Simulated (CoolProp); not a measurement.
Hydrogen sulfide at 381.79 K and 11.7 MPa is throttled through a valve to 5.4 MPa with no heat exchange. Each further row changes one setting.

Values from CoolProp's reference Helmholtz-energy equation of state, Lemmon 2006. It is a short technical equation, of lower accuracy than the large ones.

| case | temperature change (K) | final phase | final density (kg/m³) |
|---|---|---|---|
| as stated | -37.5 | two-phase, vapour fraction 0.409 | 203 |
| outlet pressure 1.62 MPa | -92.3 | two-phase, vapour fraction 0.580 | 45.7 |
| outlet pressure 7.02 MPa | -23.0 | two-phase, vapour fraction 0.321 | 301 |
